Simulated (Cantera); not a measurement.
An isothermal, constant-pressure homogeneous reactor starts with NO : N₂ = 1 : 0.22 (molar parts), at 2125 K and 0.0133 bar.

Cantera simulation using GRI-Mech 3.0 (53 species, 325 reactions); the numbers are that mechanism's predictions, not measurements. Radical loss at walls, strong at low pressure, is not modelled.

x: mole fraction; the columns are a selection and need not sum to one.

| t (s) | x NO | x O₂ | x N₂ | x NO₂ | x N₂O |
|---|---|---|---|---|---|
| 0.000700 | 0.820 | 1.79e-7 | 0.180 | 5.50e-8 | 1.67e-5 |
| 0.00290 | 0.820 | 3.21e-6 | 0.180 | 7.10e-7 | 6.38e-5 |
| 0.0120 | 0.819 | 6.58e-5 | 0.180 | 5.42e-6 | 0.000192 |
| 0.0495 | 0.815 | 0.00136 | 0.182 | 1.74e-5 | 0.000256 |
| 0.205 | 0.787 | [?] | 0.196 | [?] | [?] |
| 0.848 | 0.644 | 0.0843 | 0.267 | 6.32e-5 | 9.93e-5 |
| 3.51 | 0.195 | 0.307 | 0.490 | 3.83e-5 | 6.65e-6 |
| 14.5 | [?] | 0.395 | 0.579 | [?] | [?] |
| 60.0 | 0.0125 | 0.397 | 0.581 | 2.82e-6 | 6.94e-8 |

What belongs in the gaps?


- 0.205, x O₂: 0.0142
- 0.205, x NO₂: 3.28e-5
- 0.205, x N₂O: 0.000187
- 14.5, x NO: 0.0175
- 14.5, x NO₂: 3.91e-6
- 14.5, x N₂O: 9.27e-8
